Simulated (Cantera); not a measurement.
## Pyrogenic steam for wet oxidation

An isothermal, constant-pressure homogeneous reactor starts with 10.7 % H₂, 8.93 % O₂, 80.4 % N₂, equivalence ratio 0.60, at 1398 K and 0.220 bar.

Computed with Cantera and the H2/O2 subset of GRI-Mech 3.0, which has no nitrogen chemistry. The temperature is held fixed by assumption; the heat of reaction is taken as removed at once.

```tsv
t (s)	x H₂	x O₂	x H	x OH	x H₂O₂	x H₂O	x HO₂
7.00e-6	0.107	0.0893	2.72e-8	3.25e-9	5.48e-11	6.15e-9	2.52e-8
3.32e-5	0.107	0.0893	5.82e-7	9.27e-8	1.10e-9	5.91e-7	1.23e-7
0.000157	0.0540	0.0652	0.0284	0.00423	4.55e-7	0.0368	5.69e-6
0.000745	0.00936	0.0413	0.0215	0.00418	5.90e-7	0.0880	4.94e-6
0.00353	0.00177	0.0378	0.00134	0.00171	3.91e-7	0.110	3.85e-6
0.0167	7.57e-5	0.0377	1.13e-5	0.000351	6.36e-8	0.113	6.30e-7
0.0793	5.66e-6	0.0377	2.42e-7	9.80e-5	8.71e-9	0.113	6.26e-8
0.376	9.62e-7	0.0377	1.74e-8	4.07e-5	1.86e-9	0.113	1.97e-8
1.78	5.50e-7	0.0377	7.56e-9	3.07e-5	1.14e-9	0.113	1.79e-8
8.44	5.48e-7	0.0377	7.52e-9	3.06e-5	1.14e-9	0.113	1.79e-8
40.0	5.48e-7	0.0377	7.52e-9	3.06e-5	1.14e-9	0.113	1.79e-8
```
x: mole fraction; the columns are a selection and need not sum to one.

Equilibrium at this temperature and pressure: H₂ 5.48e-7, O₂ 0.0377, H 7.52e-9, OH 3.06e-5, H₂O₂ 1.14e-9, H₂O 0.113, HO₂ 1.79e-8 (gas phase only).
